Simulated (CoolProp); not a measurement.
R123 along the isobar 0.101 MPa: fugacity coefficient from the reference equation and from simpler models built on Tc = 456.8 K, pc = 3.662 MPa, ω = 0.282; each cubic takes its own stable root.

Computed with CoolProp (reference Helmholtz-energy equation of state, Younglove 1994). It is a modified Benedict-Webb-Rubin equation, recast in Helmholtz form.

```json
[
 {"T (K)": "264.7", "phase": "liquid", "reference": "0.2141"},
 {"T (K)": "271.7", "phase": "liquid", "reference": "0.2978"},
 {"T (K)": "278.7", "phase": "liquid", "reference": "0.4057"},
 {"T (K)": "285.7", "phase": "liquid", "reference": "0.5421"},
 {"T (K)": "292.7", "phase": "liquid", "reference": "0.7118"},
 {"T (K)": "299.7", "phase": "liquid", "reference": "0.9195"},
 {"T (K)": "306.7", "phase": "gas", "reference": "0.9615"},
 {"T (K)": "313.7", "phase": "gas", "reference": "0.9645"},
 {"T (K)": "320.7", "phase": "gas", "reference": "0.9672"},
 {"T (K)": "327.7", "phase": "gas", "reference": "0.9697"},
 {"T (K)": "334.7", "phase": "gas", "reference": "0.9719"},
 {"T (K)": "341.7", "phase": "gas", "reference": "0.9738"},
 {"T (K)": "348.7", "phase": "gas", "reference": "0.9756"},
 {"T (K)": "355.7", "phase": "gas", "reference": "0.9773"},
 {"T (K)": "362.7", "phase": "gas", "reference": "0.9788"}
]
```

Q: How far does each simpler model (van der Waals, Redlich-Kwong, Soave-Redlich-Kwong) lie from the reference over these 15 states: mean and median of the absolute difference, and the worst?

A: 
- van der Waals: mean 57.0 %, median 1.6 %, worst +353.7 % at 264.7 K and 0.101 MPa
- Redlich-Kwong: mean 32.7 %, median 0.9 %, worst +133.6 % at 264.7 K and 0.101 MPa
- Soave-Redlich-Kwong: mean 0.3 %, median 0.2 %, worst +0.7 % at 306.7 K and 0.101 MPa

At some of these states van der Waals, Redlich-Kwong gives the other phase, because its saturation line lies elsewhere.
